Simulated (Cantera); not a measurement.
A perfectly stirred reactor is fed with H2 : O2 = 0.048 : 1 (molar parts), equivalence ratio 0.024, at 0.0132 atm; it is held at 1150 K, and followed from long to short residence time.

Cantera simulation using GRI-Mech 3.0 (53 species, 325 reactions); the numbers are that mechanism's predictions, not measurements. Radical loss at walls, strong at low pressure, is not modelled. The temperature is held fixed by assumption; the heat of reaction is taken as removed at once.

Question: Predict: x(H2) at τ = 0.810 s; x(O2) at τ = 0.810 s; x(H2O2) at τ = 0.810 s; x(H) at τ = 0.810 s; x(O) at τ = 0.810 s; x(H2) at τ = 65.0 ms; x(O2) at τ = 65.0 ms; x(H2O2) at τ = 65.0 ms; x(H) at τ = 65.0 ms; x(O) at τ = 65.0 ms.

Answer: 
| Quantity | Value |
|---|---|
| x(H2) at τ = 0.810 s | 0.000210 |
| x(O2) at τ = 0.810 s | 0.950 |
| x(H2O2) at τ = 0.810 s | 7.80e-8 |
| x(H) at τ = 0.810 s | 0.000251 |
| x(O) at τ = 0.810 s | 0.00301 |
| x(H2) at τ = 65.0 ms | 0.000898 |
| x(O2) at τ = 65.0 ms | 0.940 |
| x(H2O2) at τ = 65.0 ms | 1.05e-7 |
| x(H) at τ = 65.0 ms | 0.00220 |
| x(O) at τ = 65.0 ms | 0.0119 |
